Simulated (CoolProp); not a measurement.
Vapour-liquid equilibrium of isobutene (1) + n-octane (2) at 291.6 K; x and y are mole fractions of (1).

Computed with CoolProp (multi-fluid Helmholtz-energy mixture model, Lemmon 2005 and Beckmüller 2019; pair parameters Bell 2016).

| x | bubble pressure (kPa) | y at the bubble point | dew pressure at overall composition x (kPa) | liquid density (mol/L) |
|---|---|---|---|---|
| 0.05 | 13.95 | 0.911 | 1.350 | 6.309 |
| 0.2 | 49.68 | 0.978 | 1.602 | 6.790 |
| 0.35 | 84.69 | 0.989 | 1.969 | 7.332 |
| 0.5 | 120.7 | 0.994 | 2.556 | 7.945 |
| 0.65 | 158.0 | 0.997 | 3.641 | 8.641 |
| 0.8 | 196.3 | 0.998 | 6.323 | 9.430 |
| 0.95 | 235.4 | 1.000 | 23.94 | 10.32 |

No azeotrope shows between x = 0.05 and 0.95.

Pair parameters are fitted to limited data, so mixtures are less certain than the pure fluids. The gap from Raoult's law changes sign with composition, which may be real or a fault of the pair parameters; it wasn't checked against measurements.
